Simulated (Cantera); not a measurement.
A Cantera script and its output.

```python
import numpy as np
import cantera as ct

gas = ct.Solution("gri30.yaml")
gas.TPX = 325, 66000, {'CH4': 1, 'O2': 2.35, 'N2': 8.85}
flame = ct.FreeFlame(gas, width=0.054)
flame.set_refine_criteria(ratio=3, slope=0.08, curve=0.16)
flame.transport_model = "mixture-averaged"
flame.solve(loglevel=0, auto=True)
z, T = flame.grid, flame.T
thick = (T[-1] - T[0]) / np.gradient(T, z).max()
show = ['CH4', 'O2', 'C2H', 'O', 'CH2O', 'H2']
print(f"laminar burning velocity  {flame.velocity[0] * 100:.3f} cm/s")
print(f"burnt temperature         {T[-1]:.1f} K")
print(f"thermal thickness         {thick * 1e3:.4f} mm")
print(f"grid points               {len(z)}")
z0 = z[flame.heat_release_rate.argmax()]
print(f"{'z/mm':>9s}{'T/K':>9s}{'u/(m/s)':>9s}" + "".join(f"{s:>11s}" for s in show))
rows = []
for k in (-3, -2, -1.5, -1, -0.5, -0.25, 0, 0.25, 0.5, 1, 2, 4, 8):
    zz = z0 + k * thick
    rows.append([k * thick, np.interp(zz, z, T), np.interp(zz, z, flame.velocity),
                 *(np.interp(zz, z, flame.X[gas.species_index(s)]) for s in show)])
    print(f"{rows[-1][0] * 1e3:9.3f}{rows[-1][1]:9.1f}{rows[-1][2]:9.3f}" + "".join(f"{x:11.3e}" for x in rows[-1][3:]))
```

It prints:

```
laminar burning velocity  41.406 cm/s
burnt temperature         2086.8 K
thermal thickness         0.6532 mm
grid points               141
     z/mm      T/K  u/(m/s)        CH4         O2        C2H          O       CH2O         H2
   -1.960    325.1    0.414  8.193e-02  1.926e-01  8.300e-32  2.913e-11  1.057e-08  3.597e-04
   -1.306    326.0    0.416  8.179e-02  1.923e-01  2.266e-28  2.938e-10  2.802e-07  1.248e-03
   -0.980    331.0    0.423  8.139e-02  1.918e-01  5.155e-26  1.360e-09  2.457e-06  2.516e-03
   -0.653    382.2    0.490  7.828e-02  1.883e-01  8.024e-22  1.894e-08  4.434e-05  5.365e-03
   -0.327    787.6    1.022  5.584e-02  1.572e-01  1.530e-13  4.779e-06  5.301e-04  1.018e-02
   -0.163   1199.3    1.568  3.105e-02  1.188e-01  2.335e-10  8.769e-05  8.018e-04  1.246e-02
    0.000   1579.1    2.073  7.262e-03  7.468e-02  2.136e-08  8.848e-04  5.457e-04  1.234e-02
    0.163   1728.5    2.265  4.648e-04  5.063e-02  1.138e-08  3.092e-03  6.915e-05  8.878e-03
    0.327   1776.9    2.318  1.598e-05  4.295e-02  3.418e-10  3.994e-03  2.778e-06  7.216e-03
    0.653   1836.5    2.383  3.020e-08  3.838e-02  2.572e-13  3.785e-03  5.940e-09  6.545e-03
    1.306   1907.3    2.463  7.402e-13  3.540e-02  1.387e-18  2.872e-03  1.415e-11  5.401e-03
    2.613   1977.6    2.544  2.979e-18  3.297e-02  2.518e-25  1.801e-03  6.777e-12  3.713e-03
    5.226   2033.1    2.606  4.252e-19  3.101e-02  1.678e-26  9.821e-04  2.586e-12  2.190e-03
```

Computed with Cantera and GRI-Mech 3.0 (53 species, 325 reactions). Burning velocities carry a grid error of a few per cent, more on coarse grids.
